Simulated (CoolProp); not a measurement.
A closed Brayton cycle with nitrogen: compressor inlet 309.15 K and 7.1 MPa, high pressure 21.1 MPa, turbine inlet 930 K, compressor efficiency 0.8, turbine efficiency 0.9, recuperator effectiveness 0 (on enthalpy, no pinch check). Each further row changes one setting.

Values from CoolProp's reference Helmholtz-energy equation of state, Span 2000.

```json
[
 {"case": "as stated", "thermal efficiency (%)": "17.1", "net work (kJ/kg)": "93.4", "compressor to turbine work": "0.62", "compressor exit (K)": "451.7", "turbine exit (K)": "721.2"},
 {"case": "turbine inlet 880 K", "thermal efficiency (%)": "16.4", "net work (kJ/kg)": "80.1", "compressor to turbine work": "0.66", "compressor exit (K)": "451.7", "turbine exit (K)": "680.6"},
 {"case": "compressor inlet 319.15 K", "thermal efficiency (%)": "16.6", "net work (kJ/kg)": "88.0", "compressor to turbine work": "0.64", "compressor exit (K)": "466.3", "turbine exit (K)": "721.2"},
 {"case": "high pressure 17.9 MPa", "thermal efficiency (%)": "15.2", "net work (kJ/kg)": "87.0", "compressor to turbine work": "0.59", "compressor exit (K)": "427.2", "turbine exit (K)": "749.5"},
 {"case": "recuperator effectiveness 0.5", "thermal efficiency (%)": "23.4", "net work (kJ/kg)": "93.4", "compressor to turbine work": "0.62", "compressor exit (K)": "451.7", "turbine exit (K)": "721.2"}
]
```
